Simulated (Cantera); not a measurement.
An isothermal, constant-pressure homogeneous reactor starts with H2 : O2 : N2 = 0.031 : 1 : 0.042 (molar parts), equivalence ratio 0.015, at 1375 K and 1330 Pa.

Model: GRI-Mech 3.0 (53 species, 325 reactions), integrated in Cantera. Radical loss at walls, strong at low pressure, is not modelled.

x: mole fraction; the columns are a selection and need not sum to one.

| t (s) | x H2 | x O2 | x HO2 | x H2O | x O |
|---|---|---|---|---|---|
| 3.00e-6 | 0.0289 | 0.932 | 1.33e-9 | <1e-12 | 8.48e-11 |
| 1.18e-5 | 0.0289 | 0.932 | ___ | 5.23e-11 | ___ |
| 4.60e-5 | 0.0289 | 0.932 | ___ | ___ | ___ |
| 0.000180 | 0.0289 | 0.932 | 7.98e-8 | 7.73e-8 | 1.18e-7 |
| 0.000706 | 0.0289 | 0.932 | 3.18e-7 | 1.00e-5 | 8.23e-6 |
| 0.00277 | 0.000617 | 0.907 | 1.35e-6 | 0.0250 | 0.0220 |
| 0.0108 | 0.000300 | 0.907 | 1.20e-6 | 0.0259 | 0.0217 |
| 0.0425 | 0.000243 | 0.912 | 1.11e-6 | 0.0265 | 0.0172 |
| 0.166 | 0.000120 | 0.922 | 8.01e-7 | 0.0277 | 0.00826 |
| 0.652 | 2.41e-5 | 0.929 | 3.17e-7 | 0.0288 | 0.00161 |
| 2.55 | 2.64e-6 | 0.931 | 6.77e-8 | 0.0291 | 0.000175 |
| 10.0 | 3.20e-7 | 0.931 | 2.95e-8 | 0.0293 | 2.11e-5 |

Task: What belongs in the gaps?

Result: 
- 1.18e-5, x HO2: 5.20e-9
- 1.18e-5, x O: 1.14e-9
- 4.60e-5, x HO2: 2.04e-8
- 4.60e-5, x H2O: 2.26e-9
- 4.60e-5, x O: 1.20e-8
